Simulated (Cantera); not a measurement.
An adiabatic, constant-pressure homogeneous reactor starts with CH₄ : O₂ : N₂ = 1 : 5 : 18.8 (molar parts), equivalence ratio 0.40, at 1775 K and 1.00 bar. Integrator tolerance rtol = 1e-08.

Model: GRI-Mech 3.0 (53 species, 325 reactions), integrated in Cantera.

Problem. What does this change do: 0.49 parts CO2 added?

Solution. 
```csv
quantity,before,after
time of steepest temperature rise,0.126 ms,0.128 ms
temperature at 1.00 s,2472 K,2451 K
equilibrium temperature,2472 K,2451 K
x(CH₄) at 1.00 s,<1e-12 (gas-phase equilibrium <1e-12),<1e-12 (gas-phase equilibrium <1e-12)
x(O₂) at 1.00 s,0.110 (gas-phase equilibrium 0.110),0.109 (gas-phase equilibrium 0.109)
x(N₂O) at 1.00 s,8.35e-7 (gas-phase equilibrium 8.35e-7),7.84e-7 (gas-phase equilibrium 7.84e-7)
x(NO) at 1.00 s,0.0155 (gas-phase equilibrium 0.0155),0.0147 (gas-phase equilibrium 0.0147)
x(CH₂O) at 1.00 s,1.63e-12 (gas-phase equilibrium 1.63e-12),1.91e-12 (gas-phase equilibrium 1.91e-12)
x(CO) at 1.00 s,0.00351 (gas-phase equilibrium 0.00351),0.00462 (gas-phase equilibrium 0.00462)
x(H) at 1.00 s,0.000762 (gas-phase equilibrium 0.000762),0.000652 (gas-phase equilibrium 0.000652)
```
